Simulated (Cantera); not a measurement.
## Adiabatic ignition

An adiabatic, constant-pressure homogeneous reactor starts with H₂ : O₂ : N₂ = 1 : 0.385 : 2.54 (molar parts), equivalence ratio 1.3, at 1150 K and 5.00 bar.

Cantera simulation using the H2/O2 subset of GRI-Mech 3.0, which has no nitrogen chemistry; the numbers are that mechanism's predictions, not measurements. The hydrogen kinetics of GRI-Mech 3.0 are dated; newer H2 mechanisms differ, most at raised pressure.

| t (s) | T (K) | x H₂ | x O₂ | x OH | x H₂O | x HO₂ | x H |
|---|---|---|---|---|---|---|---|
| 1.00e-6 | 1150 | 0.255 | 0.0981 | 1.25e-10 | 1.54e-9 | 4.93e-9 | 2.75e-9 |
| 3.62e-6 | 1150 | 0.255 | 0.0981 | 5.67e-10 | 2.51e-8 | 3.56e-8 | 1.14e-8 |
| 1.31e-5 | 1150 | 0.255 | 0.0981 | 4.27e-9 | 5.42e-7 | 5.31e-7 | 8.36e-8 |
| 4.73e-5 | 1152 | 0.254 | 0.0979 | 2.41e-6 | 0.000249 | 0.000113 | 3.08e-5 |
| 0.000171 | 2512 | 0.0646 | 0.000128 | 0.00251 | 0.214 | 1.48e-7 | 0.00361 |
| 0.000618 | 2518 | 0.0646 | 9.40e-5 | 0.00218 | 0.214 | 1.01e-7 | 0.00312 |
| 0.00224 | 2518 | 0.0646 | 9.40e-5 | 0.00218 | 0.214 | 1.01e-7 | 0.00312 |
| 0.00809 | 2518 | 0.0646 | 9.40e-5 | 0.00218 | 0.214 | 1.01e-7 | 0.00312 |
| 0.0292 | 2518 | 0.0646 | 9.40e-5 | 0.00218 | 0.214 | 1.01e-7 | 0.00312 |
| 0.106 | 2518 | 0.0646 | 9.40e-5 | 0.00218 | 0.214 | 1.01e-7 | 0.00312 |
| 0.382 | 2518 | 0.0646 | 9.40e-5 | 0.00218 | 0.214 | 1.01e-7 | 0.00312 |
| 1.38 | 2518 | 0.0646 | 9.40e-5 | 0.00218 | 0.214 | 1.01e-7 | 0.00312 |
| 5.00 | 2518 | 0.0646 | 9.40e-5 | 0.00218 | 0.214 | 1.01e-7 | 0.00312 |
x: mole fraction; the columns are a selection and need not sum to one.

| Quantity | Result |
|---|---|
| time of steepest temperature rise | 59.5 µs |
| temperature at 5.00 s | 2518 K |
| equilibrium temperature | 2518 K |
| x(H₂) at 5.00 s | 0.0646 (gas-phase equilibrium 0.0646) |
| x(O₂) at 5.00 s | 9.40e-5 (gas-phase equilibrium 9.40e-5) |
| x(OH) at 5.00 s | 0.00218 (gas-phase equilibrium 0.00218) |
